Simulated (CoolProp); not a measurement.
Vapour-liquid equilibrium of acetone (1) + cyclohexane (2) at 0.0756 MPa; x and y are mole fractions of (1).

The numbers come from the multi-fluid Helmholtz-energy mixture model, Lemmon 2006 and Zhou 2014; pair parameters Bell 2016 in CoolProp.

```json
[
 {"x": "0.05", "bubble temperature (K)": "333.5", "y at the bubble point": "0.327", "dew temperature at overall composition x (K)": "342.9", "liquid density (mol/L)": "8.903"},
 {"x": "0.15", "bubble temperature (K)": "324.3", "y at the bubble point": "0.546", "dew temperature at overall composition x (K)": "339.8", "liquid density (mol/L)": "9.266"},
 {"x": "0.25", "bubble temperature (K)": "321.1", "y at the bubble point": "0.615", "dew temperature at overall composition x (K)": "336.4", "liquid density (mol/L)": "9.588"},
 {"x": "0.35", "bubble temperature (K)": "319.8", "y at the bubble point": "0.646", "dew temperature at overall composition x (K)": "332.7", "liquid density (mol/L)": "9.920"},
 {"x": "0.45", "bubble temperature (K)": "319.2", "y at the bubble point": "0.664", "dew temperature at overall composition x (K)": "328.6", "liquid density (mol/L)": "10.28"},
 {"x": "0.55", "bubble temperature (K)": "318.8", "y at the bubble point": "0.683", "dew temperature at overall composition x (K)": "324.1", "liquid density (mol/L)": "10.68"},
 {"x": "0.65", "bubble temperature (K)": "318.5", "y at the bubble point": "0.707", "dew temperature at overall composition x (K)": "319.7", "liquid density (mol/L)": "11.13"},
 {"x": "0.75", "bubble temperature (K)": "318.4", "y at the bubble point": "0.746", "dew temperature at overall composition x (K)": "318.4", "liquid density (mol/L)": "11.62"},
 {"x": "0.85", "bubble temperature (K)": "318.7", "y at the bubble point": "0.809", "dew temperature at overall composition x (K)": "319.0", "liquid density (mol/L)": "12.16"},
 {"x": "0.95", "bubble temperature (K)": "319.8", "y at the bubble point": "0.917", "dew temperature at overall composition x (K)": "320.2", "liquid density (mol/L)": "12.75"}
]
```

y crosses x between x = 0.65 and 0.75: the model has an azeotrope there.

The pair parameters rest on a limited set of measurements; away from them the model extrapolates. With so large a gap from Raoult's law the liquid may split in two, which this calculation doesn't test in full.
